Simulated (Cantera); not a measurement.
Input: 1 mol Pb, 0.59 mol CO, 90 mol H2, equilibrated at 927 °C.

Cantera equilibrium calculation (NASA polynomials, part measured and part estimated; ideal gas, pure solids and liquids). Candidate condensed phases: C, C6H6, C7H8, C8H18, H2O, Pb, PbO, PbO2, Pb3O4; 113 gas species. The numbers say what is thermodynamically allowed, not how fast it happens.

x: gas mole fraction; n: condensed amount in mol.

| P (Pa) | x H2 | x Pb | x CO | x CH4 | x H2O | x H | n Pb(l) |
|---|---|---|---|---|---|---|---|
| 10 | 0.983 | 0.0109 | 0.00644 | 1.58e-7 | 1.59e-7 | 1.96e-5 | 0 |
| 42 | 0.983 | 0.0109 | 0.00644 | 6.65e-7 | 6.64e-7 | 9.55e-6 | 0 |
| 180 | 0.983 | 0.0109 | 0.00644 | [?] | [?] | [?] | 0 |
| 750 | 0.983 | 0.0109 | 0.00643 | [?] | [?] | [?] | 0 |
| 3200 | 0.983 | 0.0109 | 0.00639 | 5.06e-5 | 5.03e-5 | 1.09e-6 | 0 |
| 13000 | 0.988 | 0.00495 | 0.00628 | 0.000205 | 0.000204 | 5.44e-7 | 0.550 |
| 56000 | 0.991 | 0.00115 | 0.00567 | 0.000845 | 0.000841 | 2.63e-7 | 0.896 |
| 240000 | 0.990 | 0.000268 | 0.00365 | 0.00290 | 0.00289 | 1.27e-7 | 0.976 |
| 1000000 | 0.988 | 6.43e-5 | 0.000836 | 0.00575 | 0.00574 | 6.20e-8 | 0.994 |

**Question.** Complete the blanks.

**Answer.** 
- 750, x CH4: 1.19e-5
- 750, x H2O: 1.18e-5
- 750, x H: 2.26e-6
- 180, x CH4: 2.85e-6
- 180, x H2O: 2.84e-6
- 180, x H: 4.61e-6
